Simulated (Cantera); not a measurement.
Input (Python, Cantera):

```python
import numpy as np
import cantera as ct

gas = ct.Solution("h2o2.yaml")
gas.TPX = 1275, 500000, {'H2': 2.4, 'O2': 0.556, 'N2': 2.09}
reactor = ct.IdealGasReactor(gas, energy="on", clone=False)
net = ct.ReactorNet([reactor])
net.rtol, net.atol = 1e-08, 1e-16
show = ['H2', 'O2', 'H2O', 'H2O2', 'OH', 'H', 'O']
times = np.geomspace(1e-06, 0.8, 13)

steps = ct.SolutionArray(gas, extra=["t"])
rows = []
print(f"{'t/s':>10s}{'T/K':>9s}{'P/Pa':>11s}" + "".join(f"{s:>11s}" for s in show))
for t in times:
    while net.time < t:
        t_next = net.step()
        steps.append(gas.state, t=t_next)
    rows.append([np.interp(t, steps.t, y) for y in (steps.T, steps.P, *steps(*show).X.T)])
    print(f"{t:10.3e}{rows[-1][0]:9.1f}{rows[-1][1]:11.4g}" + "".join(f"{x:11.3e}" for x in rows[-1][2:]))
rate = np.gradient(steps.T, steps.t)
print("integrator steps:", len(steps.t))
if steps.T.max() > steps.T[0] + 200:
    print(f"time of steepest temperature rise: {steps.t[rate.argmax()]:.4e} s")
gas.TPX = 1275, 500000, {'H2': 2.4, 'O2': 0.556, 'N2': 2.09}
gas.equilibrate("UV")
print(f"equilibrium (UV): T = {gas.T:.1f} K  " + "  ".join(f"{s} {gas[s].X[0]:.3e}" for s in show))
```

Output:

```
       t/s      T/K       P/Pa         H2         O2        H2O       H2O2         OH          H          O
 1.000e-06   1275.0      5e+05  4.756e-01  1.102e-01  1.202e-07  1.327e-09  5.165e-09  1.251e-07  8.684e-09
 3.104e-06   1275.0      5e+05  4.756e-01  1.102e-01  5.129e-06  4.502e-08  1.222e-07  2.887e-06  2.055e-07
 9.635e-06   2477.6  9.097e+05  2.458e-01  1.088e-03  2.166e-01  5.372e-07  1.374e-02  7.756e-02  2.876e-03
 2.991e-05   2975.9  1.055e+06  2.744e-01  1.216e-04  2.365e-01  1.415e-07  6.677e-03  2.381e-02  3.558e-04
 9.283e-05   2975.9  1.055e+06  2.744e-01  1.216e-04  2.365e-01  1.415e-07  6.677e-03  2.381e-02  3.557e-04
 2.882e-04   2975.9  1.055e+06  2.744e-01  1.216e-04  2.365e-01  1.415e-07  6.677e-03  2.381e-02  3.557e-04
 8.944e-04   2975.9  1.055e+06  2.744e-01  1.216e-04  2.365e-01  1.415e-07  6.677e-03  2.381e-02  3.557e-04
 2.776e-03   2975.9  1.055e+06  2.744e-01  1.216e-04  2.365e-01  1.415e-07  6.677e-03  2.381e-02  3.557e-04
 8.618e-03   2975.9  1.055e+06  2.744e-01  1.216e-04  2.365e-01  1.415e-07  6.677e-03  2.381e-02  3.557e-04
 2.675e-02   2975.9  1.055e+06  2.744e-01  1.216e-04  2.365e-01  1.415e-07  6.677e-03  2.381e-02  3.557e-04
 8.303e-02   2975.9  1.055e+06  2.744e-01  1.216e-04  2.365e-01  1.415e-07  6.677e-03  2.381e-02  3.557e-04
 2.577e-01   2975.9  1.055e+06  2.744e-01  1.216e-04  2.365e-01  1.415e-07  6.677e-03  2.381e-02  3.557e-04
 8.000e-01   2975.9  1.055e+06  2.744e-01  1.216e-04  2.365e-01  1.415e-07  6.677e-03  2.381e-02  3.557e-04
integrator steps: 1109
time of steepest temperature rise: 8.8907e-06 s
equilibrium (UV): T = 2975.9 K  H2 2.744e-01  O2 1.216e-04  H2O 2.365e-01  H2O2 1.415e-07  OH 6.677e-03  H 2.381e-02  O 3.557e-04
```

Model: the H2/O2 subset of GRI-Mech 3.0, which has no nitrogen chemistry, integrated in Cantera. The hydrogen kinetics of GRI-Mech 3.0 are dated; newer H2 mechanisms differ, most at raised pressure.
